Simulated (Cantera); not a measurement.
A closed system holds: 1 mol B, 18 mol H2, 1 mol N2.

Equilibrium computed with Cantera from the NASA thermochemical tables; the gas is ideal and each condensed phase is pure. Candidate condensed phases: B, BN; 15 gas species. N2 is the only nitrogen source here; it is nearly inert below about 1500 K, so the nitride shown seldom forms there in practice. The numbers say what is thermodynamically allowed, not how fast it happens.

Stable condensed phases, one row left out:

```
T in °C \ P in Pa
             10     32    100    320   1000   3200  10000  32000 100000
   1852       A      A      A      A      A      B      B      B      B
   1702       A      A      A      B      B      B      B      B      B
   1552       A      B      B      B      B      B      B      B      B
   1252       B      B      B      B      B      B      B      B      B
   1102       B      B      B      B      B      B      B      B      B
    952       B      B      B      B      B      B      B      B      B
    802       B      B      B      B      B      B      B      B      B
    652       B      B      B      B      B      B      B      B      B
    502       B      B      B      B      B      B      B      B      B
```

A: B; B: BN.

Give the row for 1402 °C.

10: BN; 32: BN; 100: BN; 320: BN; 1000: BN; 3200: BN; 10000: BN; 32000: BN; 100000: BN.
